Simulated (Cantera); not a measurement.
A Cantera script and what it prints.

```python
import numpy as np
import cantera as ct

gas_names = """
    AL ALO ALO2 AL2 AL2O AL2O2 O O2 O3 Si SiO SiO2 Si2 Si3
""".split()
cond_names = """
    AL(cr) AL(L) AL2O3(a) AL2O3(L) AL2SiO5(an) AL6Si2O13(s) Si(cr) Si(L) SiO2(Lqz) SiO2(hqz) SiO2(L)
""".split()


# ... load() reads the species with a 1 bar reference pressure and builds the phases ...
atoms = {
    'SiO2': {'Si': 1, 'O': 2},
    'Al2O3': {'AL': 2, 'O': 3},
    'O2': {'O': 2},
}
top_T = {'AL2SiO5(an)': 2000, 'AL6Si2O13(s)': 2100}  # K; cautious upper limits of use, not melting points


# ... equilibrate(T, P, feed) seeds the gas with the atoms and calls Mixture.equilibrate('TP', solver="vcs", rtol=1e-11, max_steps=5000) ...
results = []
T = 1998.15  # K
P = 10000  # Pa
for m in [0.24, 0.28, 0.34, 0.4, 0.48, 0.57, 0.67, 0.8, 0.96, 1.1, 1.4, 1.6]:
    feed = {'SiO2': 1, 'Al2O3': m, 'O2': 2.1}  # mol
    mix = equilibrate(T, P, feed)
    results.append((T, P, feed, dict(zip(mix.species_names, mix.species_moles))))
    x = sorted(zip(gas.X, gas.species_names), reverse=True)
    print(f"T = {T:g} K  P = {P:g} Pa  n(Al2O3) = {m:g} mol  gas = {mix.phase_moles(0):.4g} mol")
    print("   x: " + "  ".join(f"{s} {v:.3e}" for v, s in x if v > 1e-06))
    print("   condensed (mol): " + ("  ".join(f"{mix.phase(i).name} {mix.phase_moles(i):.4g}"
          for i in range(1, mix.n_phases) if mix.phase_moles(i) > 1e-12) or "none"))
```

It prints:

```
T = 1998.15 K  P = 10000 Pa  n(Al2O3) = 0.24 mol  gas = 2.102 mol
   x: O2 9.979e-01  O 2.084e-03  SiO2 2.474e-06
   condensed (mol): AL6Si2O13(s) 0.08  SiO2(L) 0.84
T = 1998.15 K  P = 10000 Pa  n(Al2O3) = 0.28 mol  gas = 2.102 mol
   x: O2 9.979e-01  O 2.084e-03  SiO2 2.474e-06
   condensed (mol): AL6Si2O13(s) 0.09333  SiO2(L) 0.8133
T = 1998.15 K  P = 10000 Pa  n(Al2O3) = 0.34 mol  gas = 2.102 mol
   x: O2 9.979e-01  O 2.084e-03  SiO2 2.474e-06
   condensed (mol): AL6Si2O13(s) 0.1133  SiO2(L) 0.7733
T = 1998.15 K  P = 10000 Pa  n(Al2O3) = 0.4 mol  gas = 2.102 mol
   x: O2 9.979e-01  O 2.084e-03  SiO2 2.474e-06
   condensed (mol): AL6Si2O13(s) 0.1333  SiO2(L) 0.7333
T = 1998.15 K  P = 10000 Pa  n(Al2O3) = 0.48 mol  gas = 2.102 mol
   x: O2 9.979e-01  O 2.084e-03  SiO2 2.474e-06
   condensed (mol): AL6Si2O13(s) 0.16  SiO2(L) 0.68
T = 1998.15 K  P = 10000 Pa  n(Al2O3) = 0.57 mol  gas = 2.102 mol
   x: O2 9.979e-01  O 2.084e-03  SiO2 2.474e-06
   condensed (mol): AL6Si2O13(s) 0.19  SiO2(L) 0.62
T = 1998.15 K  P = 10000 Pa  n(Al2O3) = 0.67 mol  gas = 2.102 mol
   x: O2 9.979e-01  O 2.084e-03  SiO2 2.474e-06
   condensed (mol): AL6Si2O13(s) 0.2233  SiO2(L) 0.5533
T = 1998.15 K  P = 10000 Pa  n(Al2O3) = 0.8 mol  gas = 2.102 mol
   x: O2 9.979e-01  O 2.084e-03  SiO2 2.474e-06
   condensed (mol): AL6Si2O13(s) 0.2667  SiO2(L) 0.4667
T = 1998.15 K  P = 10000 Pa  n(Al2O3) = 0.96 mol  gas = 2.102 mol
   x: O2 9.979e-01  O 2.084e-03  SiO2 2.474e-06
   condensed (mol): AL6Si2O13(s) 0.32  SiO2(L) 0.36
T = 1998.15 K  P = 10000 Pa  n(Al2O3) = 1.1 mol  gas = 2.102 mol
   x: O2 9.979e-01  O 2.084e-03  SiO2 2.474e-06
   condensed (mol): AL6Si2O13(s) 0.3667  SiO2(L) 0.2667
T = 1998.15 K  P = 10000 Pa  n(Al2O3) = 1.4 mol  gas = 2.102 mol
   x: O2 9.979e-01  O 2.084e-03  SiO2 2.474e-06
   condensed (mol): AL6Si2O13(s) 0.4667  SiO2(L) 0.06666
T = 1998.15 K  P = 10000 Pa  n(Al2O3) = 1.6 mol  gas = 2.102 mol
   x: O2 9.979e-01  O 2.084e-03
   condensed (mol): AL2O3(a) 0.1  AL6Si2O13(s) 0.5
```

Cantera equilibrium calculation (NASA polynomials, part measured and part estimated; ideal gas, pure solids and liquids). Mutual solubility and eutectic melting of coexisting phases are not modelled. The tables hold silica as quartz up to 1696 K and as liquid above; real silica turns to tridymite and cristobalite and melts near 1996 K. Condensed phases not in the tables: alloys, solid solutions and most ternary compounds.
